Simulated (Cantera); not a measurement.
A perfectly stirred reactor is fed with CH4 : N2 = 1 : 1.6 (molar parts), at 0.987 atm; it is held at 1375 K, and followed from long to short residence time.

Computed with Cantera and GRI-Mech 3.0 (53 species, 325 reactions). GRI-Mech 3.0 stops at C3 and has no aromatics, soot or wall deposition, so with more carbon than oxygen in the feed, carbon stays in small species such as C2H2 where larger ones or solid carbon would form.

| quantity | before | after |
|---|---|---|
| x(CH4) at τ = 23.0 s | 0.186 | 0.0534 |
| x(CH3) at τ = 23.0 s | 1.88e-5 | 8.93e-6 |
| x(C2H6) at τ = 23.0 s | 0.000115 | 2.37e-5 |
| x(C2H) at τ = 23.0 s | 2.45e-10 | 1.24e-10 |
| x(C2H4) at τ = 23.0 s | 0.0141 | 0.00131 |
| x(CH4) at τ = 0.190 s | 0.378 | 0.0950 |
| x(CH3) at τ = 0.190 s | 3.83e-5 | 1.95e-5 |
| x(C2H6) at τ = 0.190 s | 0.000486 | 0.000133 |
| x(C2H) at τ = 0.190 s | 4.32e-12 | 1.60e-12 |
| x(C2H4) at τ = 0.190 s | 0.00116 | 0.000233 |

**Question.** Which change was made?
A) pressure from 0.987 atm to 0.0197 atm
B) pressure from 0.987 atm to 0.000671 atm
C) CH4 1 to 0.17 parts
D) pressure from 0.987 atm to 0.132 atm

**Answer.** C, CH4 1 to 0.17 parts
